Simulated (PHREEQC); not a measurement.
Solution (25 °C): 0.02 mol/kgw MnSO4, 4.6e-05 mol/kgw HCl and 0.0098 mol/kgw NaCl. Closed to the air; pH follows from the charge balance.

Computed with PHREEQC (ion-association model, phreeqc.dat).

No solid was allowed to form.

Problem. What pH, specific conductance does the model give?

Solution. pH 4.61; specific conductance 3680 µS/cm.

Problem. In which forms is S present?

Solution. SO4-2 67 %, MnSO4 31 %, NaSO4- 1.4 % of the S.
